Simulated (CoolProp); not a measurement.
Methane along the isotherm -146.65 °C: density (kg/m³) from the reference equation and from simpler models built on Tc = -82.6 °C, pc = 4599 kPa, ω = 0.011; each cubic takes its own stable root.

Model: reference Helmholtz-energy equation of state, Setzmann 1991, in CoolProp.

| p (kPa) | phase | reference |
|---|---|---|
| 1280 | liquid | 401.0 |
| 2560 | liquid | 402.6 |
| 3830 | liquid | 404.1 |
| 5110 | liquid | 405.5 |
| 6390 | liquid | 407.0 |
| 7670 | liquid | 408.4 |
| 8940 | liquid | 409.7 |
| 10200 | liquid | 411.0 |
| 11500 | liquid | 412.3 |

Problem. How far does each simpler model (van der Waals, Peng-Robinson) lie from the reference over these 9 states: mean and median of the absolute difference, and the worst?

Solution. 
- van der Waals: mean 30.2 %, median 30.1 %, worst -31.4 % at -146.65 °C and 1280 kPa
- Peng-Robinson: mean 12.1 %, median 12.1 %, worst +12.4 % at -146.65 °C and 11500 kPa
